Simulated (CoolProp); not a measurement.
A simple Rankine cycle with R1336mzz(Z): condensing at 297.15 K, boiler at 0.408 MPa, turbine inlet 356.2 K, turbine efficiency 0.75, pump efficiency 0.6, no recuperator. Each further row changes one setting.

Values from CoolProp's reference Helmholtz-energy equation of state, McLinden 2020.

```csv
case,thermal efficiency (%),net work (kJ/kg),heat in (kJ/kg),turbine exit temperature (K),volume ratio over the turbine
as stated,9.5,20.5,215,[?],5.88
turbine inlet 376.2 K,9.4,[?],[?],346.7,5.78
condensing temperature 289.15 K,10.8,[?],225,321.3,8.09
boiler pressure 0.286 MPa,7.8,16.9,218,333.2,[?]
turbine efficiency 0.65,8.2,[?],215,[?],5.94
```

Question: Some entries are withheld; supply them.

Answer: 
- as stated, turbine exit temperature (K): 326.0
- turbine inlet 376.2 K, net work (kJ/kg): 22.1
- turbine inlet 376.2 K, heat in (kJ/kg): 236
- condensing temperature 289.15 K, net work (kJ/kg): 24.3
- boiler pressure 0.286 MPa, volume ratio over the turbine: 4.03
- turbine efficiency 0.65, net work (kJ/kg): 17.7
- turbine efficiency 0.65, turbine exit temperature (K): 329.1
